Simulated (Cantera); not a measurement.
A perfectly stirred reactor is fed with C₃H₈ : O₂ : N₂ = 1 : 8.33 : 31.3 (molar parts), equivalence ratio 0.60, at 5.00 bar; it is adiabatic with a 375 K inlet, and is followed from long to short residence time, starting on the burning branch (τ in s: 0.04, 0.019, 0.0089, 0.0042, 0.002, 0.00094, 0.00044, 0.00021, 9.9e-05, 4.7e-05, 2.2e-05).

Cantera simulation using GRI-Mech 3.0 (53 species, 325 reactions); the numbers are that mechanism's predictions, not measurements. GRI-Mech 3.0 was tuned for natural gas; its chemistry of propane as a main component is partial and can be far from experiment.

Predict: blow-out, bracketed by the residence times tried; x(C₃H₈) at τ = 40.0 ms; x(O₂) at τ = 40.0 ms; x(N₂O) at τ = 40.0 ms; x(CH₄) at τ = 40.0 ms; x(H₂O) at τ = 40.0 ms; x(C₃H₈) at τ = 0.940 ms; x(O₂) at τ = 0.940 ms; x(N₂O) at τ = 0.940 ms; x(CH₄) at τ = 0.940 ms; x(H₂O) at τ = 0.940 ms.


```json
{
  "blow_out_bracketed_by_the_residence_times_tried": "burning at 0.210 ms, out at 99.0 µs",
  "x(C₃H₈) at τ = 40.0 ms": "1.16e-6",
  "x(O₂) at τ = 40.0 ms": "0.0800",
  "x(N₂O) at τ = 40.0 ms": "1.01e-6",
  "x(CH₄) at τ = 40.0 ms": "5.93e-7",
  "x(H₂O) at τ = 40.0 ms": "0.0957",
  "x(C₃H₈) at τ = 0.940 ms": "1.78e-5",
  "x(O₂) at τ = 0.940 ms": "0.0816",
  "x(N₂O) at τ = 0.940 ms": "2.34e-6",
  "x(CH₄) at τ = 0.940 ms": "3.82e-6",
  "x(H₂O) at τ = 0.940 ms": "0.0944"
}
```
